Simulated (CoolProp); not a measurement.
Vapour-liquid equilibrium of R143a (1) + R134a (2) at 744 kPa; x and y are mole fractions of (1).

Values from CoolProp's multi-fluid Helmholtz-energy mixture model, Lemmon and Jacobsen 2000 and Tillner-Roth 1994; pair parameters Lemmon 2004.

Task: Give the bubble temperature and the first vapour's composition at x = 0.05, 0.2, 0.65. Is there an azeotrope?

Result: x = 0.05: 300.6 K, y = 0.080; x = 0.2: 296.6 K, y = 0.296; x = 0.65: 286.1 K, y = 0.763. No azeotrope shows between x = 0.05 and 0.95.

The pair parameters rest on a limited set of measurements; away from them the model extrapolates.
